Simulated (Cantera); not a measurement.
Charge: 1 mol MgCO₃, 0.067 mol SO₃, 3.6 mol O₂, equilibrated at 1475 °C and 1 atm.

These are equilibrium values from Cantera (NASA tables, ideal gas, pure condensed phases), not measurements of a reactor. Candidate condensed phases: C, Mg, MgCO₃, MgO, MgS, MgSO₄, S; 26 gas species. Rates play no part.

Base state: O₂ 0.773, CO₂ 0.213, SO₂ 0.0141, SO₃ 0.000158, O 6.41e-5, CO 2.84e-5 (mole fractions); condensed: MgO(s).

Question: What changes in the equilibrium state with this change: MgCO₃ replaced by Fe₂O₃?

Answer: 
```csv
species,before,after
O₂,0.773,0.983
SO₂,0.0141,0.0171
SO₃,0.000158,0.000216
CO₂,0.213,0
CO,2.84e-5,0
O,6.41e-5,7.23e-5
"MgO(s), mol",1.00,0
"Fe₃O₄(s), mol",0,0.667
```
Further candidate phases: Fe, FeO, FeS, FeSO₄, FeS₂, Fe₂O₃, Fe₂(SO₄)₃, Fe₃O₄.

Question: What changes in the equilibrium state with this change: temperature from 1475 °C to 877 °C?

Answer: 
| species | before | after |
|---|---|---|
| O₂ | 0.773 | 0.782 |
| CO₂ | 0.213 | 0.217 |
| SO₂ | 0.0141 | 0.00109 |
| CO | 2.84e-5 | 1.25e-9 |
| O | 6.41e-5 | 7.30e-9 |
| MgO(s), mol | 1.00 | 0.940 |
| MgSO₄(s), mol | 0 | 0.0602 |
Mutual solubility and eutectic melting of coexisting phases are not modelled.
